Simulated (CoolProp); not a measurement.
Carbon monoxide along the isotherm -165.95 °C: fugacity coefficient from the reference equation and from simpler models built on Tc = -140.3 °C, pc = 3.498 MPa, ω = 0.050; each cubic takes its own stable root.

Computed with CoolProp (reference Helmholtz-energy equation of state, Lemmon 2006). It is a short technical equation, of lower accuracy than the large ones.

```json
[
 {"p (MPa)": "0.0277", "phase": "gas", "reference": "0.9951"},
 {"p (MPa)": "0.0467", "phase": "gas", "reference": "0.9917"},
 {"p (MPa)": "0.0788", "phase": "gas", "reference": "0.9861"},
 {"p (MPa)": "0.133", "phase": "gas", "reference": "0.9765"},
 {"p (MPa)": "0.224", "phase": "gas", "reference": "0.9605"},
 {"p (MPa)": "0.379", "phase": "gas", "reference": "0.9332"},
 {"p (MPa)": "0.639", "phase": "gas", "reference": "0.8874"},
 {"p (MPa)": "1.08", "phase": "liquid", "reference": "0.7034"},
 {"p (MPa)": "1.82", "phase": "liquid", "reference": "0.4322"},
 {"p (MPa)": "3.07", "phase": "liquid", "reference": "0.2716"},
 {"p (MPa)": "5.18", "phase": "liquid", "reference": "0.1773"},
 {"p (MPa)": "8.75", "phase": "liquid", "reference": "0.1233"}
]
```

### Question
How far does each simpler model (van der Waals, Redlich-Kwong, Soave-Redlich-Kwong, Peng-Robinson) lie from the reference over these 12 states: mean and median of the absolute difference, and the worst?

### Answer
- van der Waals: mean 20.6 %, median 2.0 %, worst +66.9 % at -165.95 °C and 8.75 MPa
- Redlich-Kwong: mean 0.9 %, median 0.0 %, worst +2.5 % at -165.95 °C and 8.75 MPa
- Soave-Redlich-Kwong: mean 0.4 %, median 0.1 %, worst +1.4 % at -165.95 °C and 8.75 MPa
- Peng-Robinson: mean 1.1 %, median 0.7 %, worst -4.4 % at -165.95 °C and 8.75 MPa

At some of these states van der Waals gives the other phase, because its saturation line lies elsewhere.
